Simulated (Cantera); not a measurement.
Charge: 1 mol Ti(OiPr)4, 7.1 mol CH4, 230 mol H2, at 0.170 bar.

Method: chemical equilibrium by Gibbs-energy minimisation in Cantera with the NASA 1993 tables (ideal gas, pure condensed phases). Candidate condensed phases: C, C6H6, C7H8, C8H18, H2O, Ti, TiC, TiO, TiO2, Ti2O3, Ti3O5, Ti4O7; 113 gas species. The feed counts by its element totals alone. TiC: taken at fixed stoichiometry. Kinetics and transport are ignored.

Task: Which condensed phases are stable at each of these points (T (°C)): 900, 1000, 1100, 1200, 1300, 1400, 1500, 1600, 1700, 1800, 1900, 2000?

Result: 
```
T (°C)        condensed phases  Ti condensed (%)
------  ----------------------  ----------------
900     C(graphite) + Ti3O5(s)             100.0
1000      C(graphite) + TiC(s)             100.0
1100      C(graphite) + TiC(s)             100.0
1200      C(graphite) + TiC(s)             100.0
1300      C(graphite) + TiC(s)             100.0
1400      C(graphite) + TiC(s)             100.0
1500      C(graphite) + TiC(s)             100.0
1600      C(graphite) + TiC(s)             100.0
1700      C(graphite) + TiC(s)             100.0
1800      C(graphite) + TiC(s)             100.0
1900      C(graphite) + TiC(s)             100.0
2000      C(graphite) + TiC(s)             100.0
```

At 900 °C the condensed part is C(graphite) + Ti3O5(s). From 1000 °C to 2000 °C the condensed part is C(graphite) + TiC(s).
